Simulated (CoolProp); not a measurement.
Vapour-liquid equilibrium of propane (1) + cyclopropane (2) at 325 K; x and y are mole fractions of (1).

Model: multi-fluid Helmholtz-energy mixture model, Lemmon 2009 and Polt 1992; pair parameters Bell 2016, in CoolProp. This equation is an older, rougher fit; its heat capacities, sound speeds and derivatives of the liquid may be far off and weren't checked against measurements.

```
x      bubble pressure (kPa)  y at the bubble point  dew pressure at overall composition x (kPa)  liquid density (mol/L)
-----  ---------------------  ---------------------  -------------------------------------------  ----------------------
0.05                    1441                  0.067                                         1431                     [?]
0.125                   1491                  0.161                                         1471                   13.09
0.2                      [?]                  0.248                                          [?]                   12.77
0.275                   1580                  0.328                                          [?]                   12.46
0.35                    1619                    [?]                                         1591                   12.16
0.425                   1654                  0.476                                          [?]                   11.88
0.5                     1685                  0.545                                         1665                   11.60
0.575                   1712                  0.612                                         1698                   11.34
0.65                    1736                  0.678                                         1726                   11.09
0.725                   1755                  0.744                                          [?]                     [?]
0.8                     1770                  0.811                                         1768                   10.63
0.875                   1779                  0.879                                         1779                   10.42
0.95                    1784                  0.950                                         1784                   10.22
```

**Question.** Complete the blanks.

**Answer.** 
- 0.05, liquid density (mol/L): 13.42
- 0.2, bubble pressure (kPa): 1537
- 0.2, dew pressure at overall composition x (kPa): 1511
- 0.275, dew pressure at overall composition x (kPa): 1552
- 0.35, y at the bubble point: 0.404
- 0.425, dew pressure at overall composition x (kPa): 1629
- 0.725, dew pressure at overall composition x (kPa): 1750
- 0.725, liquid density (mol/L): 10.85

No azeotrope shows between x = 0.05 and 0.95.

Pair parameters are fitted to limited data, so mixtures are less certain than the pure fluids.
